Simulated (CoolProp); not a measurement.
Saturation properties of R123.

Model: reference Helmholtz-energy equation of state, Younglove 1994, in CoolProp. It is a modified Benedict-Webb-Rubin equation, recast in Helmholtz form.

```
T (°C)  p (MPa)  vapour density (kg/m³)  enthalpy of vaporisation (kJ/kg)  surface tension (mN/m)  liquid viscosity (µPa s)
------  -------  ----------------------  --------------------------------  ----------------------  ------------------------
22.55   0.08335                   5.387                             172.4                    15.5                       430
25.45   0.09289                   5.964                             171.2                    15.1                       415
28.35    0.1033                   6.588                             170.0                    14.8                       402
31.25    0.1145                   7.263                             168.7                    14.4                       389
34.15    0.1268                   7.990                             167.5                    14.1                       376
37.15    0.1404                   8.801                             166.2                    13.8                       364
40.05    0.1547                   9.645                             164.9                    13.4                       352
42.95    0.1701                   10.55                             163.6                    13.1                       341
45.85    0.1867                   11.52                             162.3                    12.8                       330
48.85    0.2051                   12.60                             161.0                    12.4                       320
51.75    0.2241                   13.71                             159.6                    12.1                       310
54.65    0.2445                   14.90                             158.3                    11.8                       300
57.55    0.2663                   16.17                             156.9                    11.4                       291
60.55    0.2904                   17.57                             155.5                    11.1                       282
```

It boils at 27.8 °C under 1 atm.

Viscosity comes from a separate model (Tanaka 1996). Surface tension comes from a separate correlation (Mulero 2012).
